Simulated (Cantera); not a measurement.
What does this Cantera script print?

```python
import numpy as np
import cantera as ct

gas_names = """
    H HO2 H2 H2O H2O2 H2S H2SO4 O OH O2 O3 S SH SO SO2 SO3 S2 S2O S8
""".split()
cond_names = """
    H2O(s) H2O(L) H2SO4(L) S(cr1) S(cr2) S(L)
""".split()


# ... load() reads the species with a 1 bar reference pressure and builds the phases ...
atoms = {
    'SO2': {'S': 1, 'O': 2},
    'H2O': {'H': 2, 'O': 1},
    'O2': {'O': 2},
}
top_T = {}  # K; cautious upper limits of use, not melting points


# ... equilibrate(T, P, feed) seeds the gas with the atoms and calls Mixture.equilibrate('TP', solver="vcs", rtol=1e-11, max_steps=5000) ...
results = []
feed = {'SO2': 1, 'H2O': 1.4, 'O2': 0.078}  # mol
T = 1250  # K
P = 10000  # Pa
mix = equilibrate(T, P, feed)
results.append((T, P, feed, dict(zip(mix.species_names, mix.species_moles))))
print(gas.report(threshold=0.001))
for i in range(1, mix.n_phases):
    print(f"{mix.phase(i).name:16s} {mix.phase_moles(i):12.5e} mol")
```

It prints:

```
       temperature   1250 K
          pressure   10000 Pa
           density   0.035703 kg/m^3
  mean mol. weight   37.106 kg/kmol
   phase of matter   gas

                          1 kg             1 kmol
                     ---------------   ---------------
          enthalpy       -5.8203e+06       -2.1597e+08  J
   internal energy       -6.1004e+06       -2.2636e+08  J
           entropy            8064.9        2.9926e+05  J/K
    Gibbs function       -1.5901e+07       -5.9004e+08  J
 heat capacity c_p            1319.5             48961  J/K
 heat capacity c_v            1095.4             40647  J/K

                      mass frac. Y      mole frac. X     chem. pot. / RT
                     ---------------   ---------------   ---------------
               H2O           0.27481           0.56604           -51.747
                O2          0.025552          0.029631           -33.031
               SO2           0.69142           0.40051           -65.393
               SO3         0.0082072          0.003804           -81.909
     [  +15 minor]        7.1943e-06         1.544e-05

S(L)              0.00000e+00 mol
```

These are equilibrium values from Cantera (NASA tables, ideal gas, pure condensed phases), not measurements of a reactor.
